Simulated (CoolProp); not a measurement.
The numbers come from the reference Helmholtz-energy equation of state, Platzer 1990 in CoolProp. This equation is an older, rougher fit.

Question: For c-C4F8 (RC318), give the phase and the speed of sound (m/s) at 331.5 K and 101 kPa.

Answer: 
- 331.5 K and 101 kPa: gas; speed of sound 118
